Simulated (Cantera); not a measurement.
# Carbon deposition, reforming and gasification: CO + H2O + N2

Input: 1 mol CO, 1.8 mol H2O, 37 mol N2, equilibrated at 2.70 bar.

Method: chemical equilibrium by Gibbs-energy minimisation in Cantera with the NASA 1993 tables (ideal gas, pure condensed phases). Candidate condensed phases: C, C6H6, C7H8, C8H18, H2O; 136 gas species. Kinetics and transport are ignored.

| T (°C) | x N2 | x H2O | x CO | x CO2 | x H2 | x H | x OH | x NO |
|---|---|---|---|---|---|---|---|---|
| 1375 | 0.930 | 0.0334 | 0.0133 | 0.0118 | 0.0118 | 5.89e-6 | 7.50e-7 | 1.11e-7 |
| 1475 | 0.930 | 0.0339 | 0.0138 | 0.0114 | 0.0114 | 1.48e-5 | 2.58e-6 | 4.87e-7 |
| 1575 | 0.930 | 0.0342 | 0.0141 | 0.0110 | 0.0110 | 3.38e-5 | 7.75e-6 | 1.82e-6 |
| 1675 | 0.930 | 0.0345 | 0.0145 | 0.0107 | 0.0107 | 7.10e-5 | 2.08e-5 | 5.96e-6 |
| 1775 | 0.930 | 0.0348 | 0.0147 | 0.0104 | 0.0104 | 0.000139 | 5.07e-5 | 1.73e-5 |
| 1875 | 0.929 | 0.0349 | 0.0150 | 0.0101 | 0.0101 | 0.000255 | 0.000113 | 4.56e-5 |
| 1975 | 0.929 | 0.0350 | 0.0152 | 0.00988 | 0.00991 | 0.000445 | 0.000235 | 0.000109 |
| 2075 | 0.929 | 0.0348 | 0.0155 | 0.00959 | 0.00978 | 0.000743 | 0.000455 | 0.000241 |
| 2175 | 0.928 | 0.0344 | 0.0159 | 0.00922 | 0.00978 | 0.00120 | 0.000821 | 0.000488 |
| 2275 | 0.927 | 0.0335 | 0.0164 | 0.00869 | 0.00998 | 0.00188 | 0.00138 | 0.000903 |
| 2375 | 0.925 | 0.0321 | 0.0171 | 0.00795 | 0.0104 | 0.00289 | 0.00216 | 0.00152 |
| 2475 | 0.922 | 0.0300 | 0.0179 | 0.00702 | 0.0112 | 0.00437 | 0.00314 | 0.00233 |
x: gas mole fraction; nothing condenses.

From 1375 °C to 2475 °C nothing is condensed. The main C-bearing gas is CO throughout.
